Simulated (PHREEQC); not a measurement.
PHREEQC input (ion-association model, phreeqc.dat):

```
SOLUTION 0
  temp 15
  units mmol/kgw
  pH 7 charge
  Cl 15.21
  Zn 3.6
  Cd 4
  O(0) 1 O2(g) -0.68
SOLUTION 1-40
  temp 15
  units mmol/kgw
  pH 7 charge
  Br 6.2
  K 6.2
  Cl 92.01
  Mg 46
  O(0) 1 O2(g) -0.68
END
EXCHANGE 1-40
  X 0.007
  -equilibrate 1
END
SELECTED_OUTPUT 1
  -reset false
  -pH true
  -pe true
  -ionic_strength true
  -water true
  -step true
  -totals Br Cd Cl K Mg Zn
  -molalities KX CdX2 ZnX2 MgX2
  -saturation_indices Sylvite Zn(OH)2(e) Cd(OH)2
PRINT
  -reset false
TRANSPORT
  -cells 40
  -shifts 120
  -lengths 0.005
  -time_step 300
  -dispersivities 0.01
  -boundary_conditions flux flux
  -correct_disp true
  -punch_cells 40
  -punch_frequency 4
END
```

Selected output (columns that matter, 24 of 31 rows; pore volumes added in front):

```
pore volumes	pH	mu	Br	Cd	Cl	K	Mg	Zn	m_KX	m_CdX2	m_ZnX2	si_Sylvite	si_Zn(OH)2(e)	si_Cd(OH)2
0	5.0898	0.14421	0.0062	0	0.09201	0.0062	0.046	0	0.00054591	0	0	-4.3516	-1000	-1000
0.1125	5.0898	0.14421	0.0062	0	0.09201	0.0062	0.046	0	0.00054591	0	0	-4.3516	-1000	-1000
0.3125	5.0898	0.1442	0.0061996	1.4726e-07	0.092006	0.0061998	0.045998	3.4687e-08	0.0005459	3.8287e-09	4.0491e-09	-4.3517	-9.2766	-11.446
0.4125	5.0897	0.14389	0.0061844	6.9954e-06	0.091817	0.0061896	0.045892	2.2655e-06	0.00054561	1.8254e-07	2.6506e-07	-4.3531	-7.4613	-9.7687
0.5125	5.0892	0.1416	0.0060727	5.9083e-05	0.090433	0.006109	0.045111	2.2856e-05	0.00054293	1.5837e-06	2.7199e-06	-4.3642	-6.4558	-8.8366
0.7125	5.0849	0.12225	0.0051266	0.00048954	0.078713	0.0053589	0.03852	0.00022628	0.00051309	1.6723e-05	3.1413e-05	-4.4708	-5.4454	-7.869
0.8125	5.0808	0.10584	0.0043188	0.00083307	0.068707	0.0046769	0.032932	0.00040458	0.00048147	3.5914e-05	6.5225e-05	-4.5789	-5.1786	-7.5904
0.9125	5.076	0.088197	0.0034447	0.0011782	0.05788	0.0039071	0.02693	0.00059526	0.00044042	6.7678e-05	0.00011566	-4.7193	-4.993	-7.3809
1.0125	5.0709	0.071701	0.0026212	0.0014782	0.047679	0.0031496	0.021317	0.00077463	0.0003929	0.00011649	0.00018528	-4.884	-4.8588	-7.2173
1.2125	5.0611	0.046683	0.0013586	0.0019174	0.03204	0.0019003	0.012739	0.0010871	0.00028987	0.00028052	0.00039222	-5.2521	-4.6737	-6.9773
1.3125	5.0569	0.038406	0.0009374	0.0020941	0.026822	0.0014404	0.0098189	0.0012413	0.00023921	0.00039755	0.00053255	-5.4406	-4.6005	-6.8854
1.4125	5.0531	0.032428	0.00063289	0.0022732	0.02305	0.0010796	0.0076112	0.0014121	0.00019189	0.00053262	0.0006957	-5.6252	-4.5322	-6.8057
1.6125	5.0474	0.025312	0.00027427	0.0026776	0.018607	0.0005887	0.0046378	0.0018261	0.00011356	0.00081855	0.0010631	-5.9755	-4.4047	-6.6751
1.7125	5.0452	0.023323	0.00017703	0.0028944	0.017403	0.00042825	0.0036157	0.0020608	8.4159e-05	0.00094802	0.0012463	-6.1424	-4.348	-6.6234
1.8125	5.0435	0.021973	0.00011309	0.0031046	0.016611	0.00030837	0.0027999	0.0022983	6.1133e-05	0.0010583	0.0014154	-6.3059	-4.298	-6.5807
2.0125	5.0409	0.020448	4.5022e-05	0.0034614	0.015768	0.00015535	0.0016307	0.0027316	3.0842e-05	0.0012145	0.0016884	-6.6286	-4.2208	-6.52
2.1125	5.0401	0.020036	2.8126e-05	0.0035974	0.015558	0.00010886	0.0012254	0.0029111	2.1554e-05	0.0012645	0.0017901	-6.7901	-4.1929	-6.4999
2.2125	5.0394	0.01976	1.7478e-05	0.0037052	0.015426	7.5733e-05	0.0009121	0.0030618	1.4947e-05	0.0013001	0.0018709	-6.9524	-4.1709	-6.4851
2.3125	5.0389	0.019576	1.0811e-05	0.003788	0.015344	5.2355e-05	0.00067326	0.003185	1.03e-05	0.0013249	0.0019341	-7.1159	-4.1539	-6.4742
2.5125	5.0382	0.019372	4.0895e-06	0.0038953	0.015261	2.4635e-05	0.0003593	0.0033604	4.8217e-06	0.0013531	0.0020199	-7.4468	-4.131	-6.4609
2.6125	5.038	0.019318	2.5036e-06	0.003928	0.015241	1.6791e-05	0.00026027	0.0034201	3.2802e-06	0.0013605	0.002048	-7.6142	-4.1235	-6.4571
2.7125	5.0379	0.019283	1.5287e-06	0.0039511	0.015229	1.1405e-05	0.00018768	0.0034657	2.2246e-06	0.0013652	0.0020691	-7.7828	-4.1178	-6.4544
2.9125	5.0377	0.019244	5.6629e-07	0.0039784	0.015217	5.2155e-06	9.6511e-05	0.0035262	1.0152e-06	0.0013698	0.0020966	-8.1233	-4.1105	-6.4513
3.0125	5.0376	0.019234	3.4374e-07	0.003986	0.015214	3.5142e-06	6.889e-05	0.0035457	6.836e-07	0.0013708	0.0021053	-8.2949	-4.1082	-6.4505
```

Species that the database lacks are ignored.
